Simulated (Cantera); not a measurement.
An isothermal, constant-pressure homogeneous reactor starts with H2 : O2 : N2 = 0.99 : 1 : 8.7 (molar parts), equivalence ratio 0.49, at 800 K and 13300 Pa.

Detailed kinetics in Cantera: the H2/O2 subset of GRI-Mech 3.0, which has no nitrogen chemistry. Radical loss at walls, strong at low pressure, is not modelled. Below about 950 K walls govern HO2 and H2O2 in real vessels. The temperature is held fixed by assumption; the heat of reaction is taken as removed at once.

x: mole fraction; the columns are a selection and need not sum to one.

```json
[
 {"t (s)": "1.00e-5", "x H2": "0.0926", "x O2": "0.0935", "x H2O": "<1e-12", "x O": "<1e-12", "x OH": "<1e-12"},
 {"t (s)": "5.41e-5", "x H2": "0.0926", "x O2": "0.0935", "x H2O": "<1e-12", "x O": "<1e-12", "x OH": "<1e-12"},
 {"t (s)": "0.000293", "x H2": "0.0926", "x O2": "0.0935", "x H2O": "<1e-12", "x O": "<1e-12", "x OH": "<1e-12"},
 {"t (s)": "0.00159", "x H2": "0.0926", "x O2": "0.0935", "x H2O": "2.06e-12", "x O": "<1e-12", "x OH": "<1e-12"},
 {"t (s)": "0.00860", "x H2": "0.0926", "x O2": "0.0935", "x H2O": "6.19e-11", "x O": "<1e-12", "x OH": "<1e-12"},
 {"t (s)": "0.0465", "x H2": "0.0926", "x O2": "0.0935", "x H2O": "1.94e-9", "x O": "4.74e-12", "x OH": "<1e-12"},
 {"t (s)": "0.252", "x H2": "0.0926", "x O2": "0.0935", "x H2O": "1.69e-6", "x O": "4.32e-9", "x OH": "8.45e-10"},
 {"t (s)": "1.36", "x H2": "0.0318", "x O2": "0.0646", "x H2O": "0.0638", "x O": "7.19e-10", "x OH": "2.23e-10"},
 {"t (s)": "7.39", "x H2": "0.0317", "x O2": "0.0646", "x H2O": "0.0639", "x O": "___", "x OH": "5.13e-10"},
 {"t (s)": "40.0", "x H2": "___", "x O2": "0.0632", "x H2O": "0.0665", "x O": "___", "x OH": "___"}
]
```

Question: Some entries are withheld; supply them.

Answer: 
- 7.39, x O: 1.53e-9
- 40.0, x H2: 0.0290
- 40.0, x O: 6.76e-9
- 40.0, x OH: 3.07e-9
